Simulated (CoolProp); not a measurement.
Vapour-liquid equilibrium of CH2F2 (R32) (1) + R143a (2) at 1290 kPa; x and y are mole fractions of (1).

Values from CoolProp's multi-fluid Helmholtz-energy mixture model, Tillner-Roth 1997 and Lemmon and Jacobsen 2000; pair parameters Bell 2016.

| x | bubble temperature (°C) | y at the bubble point | dew temperature at overall composition x (°C) | liquid density (mol/L) |
|---|---|---|---|---|
| 0.05 | 24.6 | 0.070 | 25.0 | 11.30 |
| 0.15 | 22.5 | ? | 23.3 | 11.88 |
| 0.25 | 20.7 | 0.313 | 21.7 | 12.50 |
| 0.35 | 19.2 | ? | 20.1 | 13.16 |
| 0.45 | 18.0 | 0.510 | 18.7 | 13.87 |
| 0.55 | 17.0 | 0.599 | 17.5 | 14.65 |
| 0.65 | 16.2 | 0.685 | ? | 15.50 |
| 0.75 | 15.7 | 0.770 | 15.8 | 16.44 |
| 0.85 | 15.3 | 0.857 | 15.3 | 17.47 |
| 0.95 | 15.2 | 0.950 | 15.2 | 18.61 |

Fill in the missing entries.


- 0.15, y at the bubble point: 0.199
- 0.35, y at the bubble point: 0.416
- 0.65, dew temperature at overall composition x (°C): 16.5

y crosses x between x = 0.85 and 0.95: the model has an azeotrope there.

The pair parameters rest on a limited set of measurements; away from them the model extrapolates.
